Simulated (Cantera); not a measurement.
Input: 1 mol AlN, 0.014 mol H₂O, 1.2 mol O₂, held at 1 atm.

Cantera equilibrium calculation (NASA polynomials, part measured and part estimated; ideal gas, pure solids and liquids). Candidate condensed phases: Al, AlN, Al₂O₃, H₂O; 35 gas species. Kinetics and transport are ignored. All values below are at 602 °C.

Base state: N₂ 0.519, O₂ 0.467, H₂O 0.0145 (mole fractions); condensed: Al₂O₃(s).

Problem. What changes in the equilibrium state with this change: O₂ from 1.2 to 0.015 mol?

Solution. 
```json
[
 {"species": "N₂", "before": "0.519", "after": "0.512"},
 {"species": "H₂", "before": "<1e-9", "after": "0.488"},
 {"species": "NH₃", "before": "<1e-9", "after": "0.000368"},
 {"species": "O₂", "before": "0.467", "after": "<1e-9"},
 {"species": "H₂O", "before": "0.0145", "after": "3.96e-8"},
 {"species": "Al₂O₃(s), mol", "before": "0.500", "after": "0.0147"},
 {"species": "AlN(s), mol", "before": "0", "after": "0.971"}
]
```
